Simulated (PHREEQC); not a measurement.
A solution holds 0.2 mol Fe(NO3)3 per kg of water, at 20 °C. It is in equilibrium with CO2 at log p = -3.4 (atm). Otherwise closed; pH follows from the charge balance.

Computed with PHREEQC (ion-association model, wateq4f.dat).

Each row changes one thing in this solution. No solid was allowed to form.

```json
[
 {"case": "as made", "pH": "1.68", "ionic strength (mol/kgw)": "1.17", "HCO3- (mol/kgw)": "4.72e-10"},
 {"case": "0.0031 mol/kgw NaHCO3 added", "pH": "1.70", "ionic strength (mol/kgw)": "1.17", "HCO3- (mol/kgw)": "?"},
 {"case": "0.06 mol/kgw Sr(OH)2 added", "pH": "2.32", "ionic strength (mol/kgw)": "1.20", "HCO3- (mol/kgw)": "2.04e-9"},
 {"case": "diluted 10-fold with water", "pH": "2.11", "ionic strength (mol/kgw)": "?", "HCO3- (mol/kgw)": "?"},
 {"case": "Fe(NO3)3 replaced by Al(NO3)3 at the same molality", "pH": "3.20", "ionic strength (mol/kgw)": "1.20", "HCO3- (mol/kgw)": "1.57e-8"}
]
```

Some entries are withheld; supply them.


- 0.0031 mol/kgw NaHCO3 added, HCO3- (mol/kgw): 4.96e-10
- diluted 10-fold with water, ionic strength (mol/kgw): 0.114
- diluted 10-fold with water, HCO3- (mol/kgw): 1.06e-9

The ionic strength passes 0.7 mol/kgw, the rough limit of the ion-association models, in as made; 0.0031 mol/kgw NaHCO3 added; 0.06 mol/kgw Sr(OH)2 added; Fe(NO3)3 replaced by Al(NO3)3 at the same molality. Some of these states are supersaturated (in Hematite (slow to form), Goethite (slow to form), for instance).
